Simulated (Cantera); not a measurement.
Equilibrium for aluminium nitride and oxide growth: AlCl3 + N2 + H2

Input: 1 mol AlCl3, 5.4 mol N2, 5.5 mol H2, at 1.00 bar.

Equilibrium computed with Cantera from the NASA thermochemical tables; the gas is ideal and each condensed phase is pure. Candidate condensed phases: Al, AlCl3, AlN, NH4Cl; 20 gas species. The tables' values for AlCl2 are old estimates; treat these amounts as uncertain. Kinetics and transport are ignored.

From 1373 K to 1773 K the condensed part is AlN(s). The main Al-bearing gas is AlCl3 throughout. The share of Al in condensed phases is highest at 1373 K (33.4 %) and lowest at 1773 K (18.6 %).

| T (K) | x N2 | x H2 | x HCl | x AlCl3 | x AlCl2 | x AlCl | x H | n AlN(s) |
|---|---|---|---|---|---|---|---|---|
| 1373 | 0.440 | 0.420 | 0.0844 | 0.0557 | 0.000204 | 9.83e-6 | 2.16e-6 | 0.334 |
| 1423 | 0.440 | 0.420 | 0.0834 | 0.0559 | 0.000388 | 2.85e-5 | 4.31e-6 | 0.329 |
| 1473 | 0.440 | 0.421 | 0.0824 | 0.0560 | 0.000705 | 7.66e-5 | 8.21e-6 | 0.324 |
| 1523 | 0.440 | 0.421 | 0.0814 | 0.0559 | 0.00123 | 0.000192 | 1.50e-5 | 0.317 |
| 1573 | 0.440 | 0.421 | 0.0804 | 0.0556 | 0.00205 | 0.000455 | 2.64e-5 | 0.308 |
| 1623 | 0.440 | 0.421 | 0.0792 | 0.0548 | 0.00331 | 0.00101 | 4.49e-5 | 0.294 |
| 1673 | 0.440 | 0.421 | 0.0779 | 0.0535 | 0.00514 | 0.00215 | 7.39e-5 | 0.273 |
| 1723 | 0.440 | 0.420 | 0.0761 | 0.0514 | 0.00768 | 0.00432 | 0.000118 | 0.239 |
| 1773 | 0.440 | 0.419 | 0.0737 | 0.0482 | 0.0110 | 0.00828 | 0.000184 | 0.186 |
x: gas mole fraction; n: condensed amount in mol.
